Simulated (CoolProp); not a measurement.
Vapour-liquid equilibrium of ethylbenzene (1) + n-nonane (2) at 500.1 K; x and y are mole fractions of (1).

Model: multi-fluid Helmholtz-energy mixture model, Zhou 2012 and Lemmon 2006; pair parameters Bell 2016, in CoolProp.

| x | bubble pressure (MPa) | y at the bubble point | dew pressure at overall composition x (MPa) | liquid density (mol/L) |
|---|---|---|---|---|
| 0.05 | 0.5458 | [?] | 0.5429 | 4.198 |
| 0.125 | 0.5632 | 0.160 | 0.5566 | 4.308 |
| 0.2 | 0.5802 | 0.249 | 0.5707 | 4.424 |
| 0.275 | 0.5967 | 0.333 | 0.5853 | 4.546 |
| 0.35 | 0.6124 | 0.412 | 0.6001 | 4.675 |
| 0.425 | 0.6272 | 0.487 | 0.6150 | 4.812 |
| 0.5 | 0.6410 | 0.558 | 0.6298 | 4.957 |
| 0.575 | 0.6539 | 0.627 | 0.6443 | 5.111 |
| 0.65 | [?] | 0.693 | 0.6581 | 5.276 |
| 0.725 | [?] | [?] | 0.6708 | [?] |
| 0.8 | [?] | 0.823 | 0.6822 | 5.640 |
| 0.875 | 0.6934 | 0.888 | 0.6919 | 5.841 |
| 0.95 | 0.7000 | 0.954 | 0.6996 | 6.056 |

**Question.** Some entries are withheld; supply them.

**Answer.** 
- 0.05, y at the bubble point: 0.066
- 0.65, bubble pressure (MPa): 0.6655
- 0.725, bubble pressure (MPa): 0.6761
- 0.725, y at the bubble point: 0.758
- 0.725, liquid density (mol/L): 5.452
- 0.8, bubble pressure (MPa): 0.6854

No azeotrope shows between x = 0.05 and 0.95.

Pair parameters are fitted to limited data, so mixtures are less certain than the pure fluids.
